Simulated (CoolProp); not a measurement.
Aqueous propylene glycol as a coolant, 29 % by mass, freezing at -12.2 °C, 1 atm.

The numbers come from the Melinder's fits for secondary coolants in CoolProp.

```
T (°C)  Prandtl number  cp (kJ/(kg K))  viscosity (mPa s)  density (kg/m³)
------  --------------  --------------  -----------------  ---------------
-2.1              66.6           3.811               7.52             1031
1.4               55.5           3.821               6.31             1030
4.8               47.0           3.830               5.36             1029
8.2               40.1             ___               4.59             1028
11.7              34.4             ___               3.95              ___
15.1              29.8           3.857               3.44             1025
18.5              26.0           3.866               3.02             1024
22                22.8           3.876               2.65             1022
25.4               ___             ___               2.36             1020
28.8              18.0           3.894               2.11             1019
32.3              16.1           3.903                ___             1017
35.7              14.5             ___               1.72             1015
```

Task: What belongs in the gaps?

Result: 
- 8.2, cp (kJ/(kg K)): 3.839
- 11.7, cp (kJ/(kg K)): 3.848
- 11.7, density (kg/m³): 1026
- 25.4, Prandtl number: 20.2
- 25.4, cp (kJ/(kg K)): 3.885
- 32.3, viscosity (mPa s): 1.90
- 35.7, cp (kJ/(kg K)): 3.912
